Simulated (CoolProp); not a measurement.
Sulfur dioxide at 298.15 K and 0.298 MPa is throttled through a valve to 0.162 MPa with no heat exchange. Each further row changes one setting.

Values from CoolProp's reference Helmholtz-energy equation of state, Gao 2016.

```csv
case,temperature change (K),final density (kg/m³)
as stated,-5.3,4.39
outlet pressure 0.0486 MPa,-10.1,1.31
outlet pressure 0.211 MPa,-3.4,5.73
```
